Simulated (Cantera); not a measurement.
Input: 1 mol TEOS, 0.18 mol O2, 45 mol N2, equilibrated at 650 °C and 0.100 bar.

Cantera equilibrium calculation (NASA polynomials, part measured and part estimated; ideal gas, pure solids and liquids). Candidate condensed phases: C, C6H6, C7H8, C8H18, H2O, Si, SiC, SiO2, Si2N2O, Si3N4; 151 gas species. The feed counts by its element totals alone. Kinetics and transport are ignored.

Base state: N2 0.786, H2 0.172, CO 0.0392, H2O 0.00104, CH4 0.000689, CO2 0.000484 (mole fractions); condensed: C(graphite) + SiO2(β-quartz).

What changes in the equilibrium state with this change: N2 from 45 to 2.8 mol?


| species | before | after |
|---|---|---|
| H2 | 0.172 | 0.646 |
| N2 | 0.786 | 0.190 |
| CO | 0.0392 | 0.135 |
| H2O | 0.00104 | 0.0135 |
| CH4 | 0.000689 | 0.00968 |
| CO2 | 0.000484 | 0.00575 |
| NH3 | 6.40e-6 | 2.28e-5 |
| C(graphite), mol | 5.69 | 5.78 |
| SiO2(β-quartz), mol | 1.00 | 1.00 |

What changes in the equilibrium state with this change: O2 from 0.18 to 25 mol?


```json
[
 {"species": "N2", "before": "0.786", "after": "0.592"},
 {"species": "O2", "before": "<1e-9", "after": "0.171"},
 {"species": "H2O", "before": "0.00104", "after": "0.132"},
 {"species": "H2", "before": "0.172", "after": "<1e-9"},
 {"species": "CO", "before": "0.0392", "after": "<1e-9"},
 {"species": "CO2", "before": "0.000484", "after": "0.105"},
 {"species": "CH4", "before": "0.000689", "after": "<1e-9"},
 {"species": "C(graphite), mol", "before": "5.69", "after": "0"},
 {"species": "SiO2(β-quartz), mol", "before": "1.00", "after": "1.00"}
]
```
